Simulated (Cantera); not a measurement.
An isothermal, constant-pressure homogeneous reactor starts with 2.60 % CH4, 97.4 % N2, at 1950 K and 0.330 Torr.

Computed with Cantera and GRI-Mech 3.0 (53 species, 325 reactions). GRI-Mech 3.0 stops at C3 and has no aromatics, soot or wall deposition, so with more carbon than oxygen in the feed, carbon stays in small species such as C2H2 where larger ones or solid carbon would form. Radical loss at walls, strong at low pressure, is not modelled.

x: mole fraction; the columns are a selection and need not sum to one.

| t (s) | x CH4 | x C2H2 | x C2H6 | x C2H | x CH2 | x H | x HCN |
|---|---|---|---|---|---|---|---|
| 1.00e-6 | 0.0260 | <1e-12 | <1e-12 | <1e-12 | <1e-12 | 3.35e-9 | <1e-12 |
| 3.59e-6 | 0.0260 | <1e-12 | <1e-12 | <1e-12 | <1e-12 | 1.20e-8 | <1e-12 |
| 1.29e-5 | 0.0260 | <1e-12 | <1e-12 | <1e-12 | <1e-12 | 4.31e-8 | <1e-12 |
| 4.64e-5 | 0.0260 | <1e-12 | <1e-12 | <1e-12 | <1e-12 | 1.53e-7 | <1e-12 |
| 0.000167 | 0.0260 | <1e-12 | <1e-12 | <1e-12 | <1e-12 | 5.32e-7 | <1e-12 |
| 0.000600 | 0.0260 | <1e-12 | <1e-12 | <1e-12 | 8.90e-12 | 1.68e-6 | <1e-12 |
| 0.00216 | 0.0260 | <1e-12 | <1e-12 | <1e-12 | 3.57e-10 | 4.03e-6 | <1e-12 |
| 0.00775 | 0.0259 | 1.23e-10 | 2.14e-11 | <1e-12 | (withheld) | 5.48e-6 | 3.33e-12 |
| 0.0278 | 0.0258 | 3.38e-8 | 5.60e-10 | 1.33e-12 | 1.02e-7 | 5.77e-6 | 7.81e-11 |
| 0.100 | 0.0252 | (withheld) | (withheld) | 9.28e-10 | (withheld) | (withheld) | (withheld) |
| 0.360 | 0.0212 | 0.000723 | 1.02e-7 | 1.48e-7 | 6.10e-6 | 5.93e-5 | 2.70e-7 |
| 1.29 | 0.00651 | 0.00867 | 8.31e-8 | 1.31e-6 | 7.90e-6 | 0.000260 | 1.07e-5 |
| 4.65 | 0.000812 | 0.0121 | 3.65e-9 | 2.54e-6 | 3.16e-6 | 0.000486 | 5.02e-5 |
| 16.7 | 5.35e-5 | 0.0125 | 3.80e-11 | 4.24e-6 | 6.04e-7 | 0.000807 | 0.000123 |
| 60.0 | 4.88e-7 | 0.0126 | <1e-12 | 6.75e-6 | 1.42e-8 | 0.00128 | 0.000165 |

Question: Some entries are withheld; supply them.

Answer: 
- 0.00775, x CH2: 8.48e-9
- 0.100, x C2H2: 6.08e-6
- 0.100, x C2H6: 8.69e-9
- 0.100, x CH2: 9.13e-7
- 0.100, x H: 9.49e-6
- 0.100, x HCN: 2.92e-9
